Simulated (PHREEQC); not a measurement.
TMAH is added in steps, without added water, to 1 kg of water holding 20 mmol/kgw CuCl2, 0.04 mmol/kgw H2SO4 and 1.9 mmol/kgw Na2SO4, at 85 °C. Oxygen is held at 0.21 atm. The system is closed to CO2. Only these solids could form: Cu(OH)2, Brochantite, Antlerite, Atacamite, Halite, Mirabilite, Chalcanthite.

Base run: PHREEQC, ion-association model, wateq4f.dat. Each further column changes one thing. The table gives pH.

```json
[
 {"TMAH added (mol)": "0", "base": "3.70", "H2SO4 replaced by MgSO4 at the same molality": "3.70", "temperature from 85 to 55 °C": "3.96", "CuCl2 from 0.02 to 0.03 mol/kgw": "3.59", "no solid may form": "3.96"},
 {"TMAH added (mol)": "0.006562", "base": "3.77", "H2SO4 replaced by MgSO4 at the same molality": "3.77", "temperature from 85 to 55 °C": "4.03", "CuCl2 from 0.02 to 0.03 mol/kgw": "(withheld)", "no solid may form": "5.08"},
 {"TMAH added (mol)": "0.01444", "base": "3.89", "H2SO4 replaced by MgSO4 at the same molality": "3.89", "temperature from 85 to 55 °C": "4.15", "CuCl2 from 0.02 to 0.03 mol/kgw": "3.70", "no solid may form": "5.65"},
 {"TMAH added (mol)": "0.021", "base": "4.04", "H2SO4 replaced by MgSO4 at the same molality": "4.05", "temperature from 85 to 55 °C": "4.31", "CuCl2 from 0.02 to 0.03 mol/kgw": "(withheld)", "no solid may form": "(withheld)"},
 {"TMAH added (mol)": "0.02756", "base": "4.42", "H2SO4 replaced by MgSO4 at the same molality": "4.43", "temperature from 85 to 55 °C": "4.68", "CuCl2 from 0.02 to 0.03 mol/kgw": "(withheld)", "no solid may form": "(withheld)"},
 {"TMAH added (mol)": "0.03544", "base": "6.94", "H2SO4 replaced by MgSO4 at the same molality": "6.95", "temperature from 85 to 55 °C": "7.61", "CuCl2 from 0.02 to 0.03 mol/kgw": "4.03", "no solid may form": "(withheld)"},
 {"TMAH added (mol)": "0.042", "base": "9.70", "H2SO4 replaced by MgSO4 at the same molality": "9.70", "temperature from 85 to 55 °C": "10.34", "CuCl2 from 0.02 to 0.03 mol/kgw": "4.36", "no solid may form": "(withheld)"}
]
```

Q: Some entries are withheld; supply them.

A: 
- 0.006562, CuCl2 from 0.02 to 0.03 mol/kgw: 3.63
- 0.021, CuCl2 from 0.02 to 0.03 mol/kgw: 3.76
- 0.021, no solid may form: 7.77
- 0.02756, CuCl2 from 0.02 to 0.03 mol/kgw: 3.86
- 0.02756, no solid may form: 8.74
- 0.03544, no solid may form: 9.23
- 0.042, no solid may form: 9.82

(CH3)4N+ isn't in the database: it is added as a free cation with an ion size of 4 Å. At this temperature some constants are extrapolated from 25 °C, and those without enthalpy data are left unchanged. The database's constant for dissolved Cu(OH)2 is higher than later reviews accept. In at least one series the solution becomes supersaturated in solids that the run did not let form, among them Cu(OH)2, Brochantite, Antlerite, Atacamite. Solids allowed in the column 'H2SO4 replaced by MgSO4 at the same molality': Brucite, Cu(OH)2, Brochantite, Antlerite, Atacamite, Halite, Mirabilite, Epsomite, Chalcanthite.
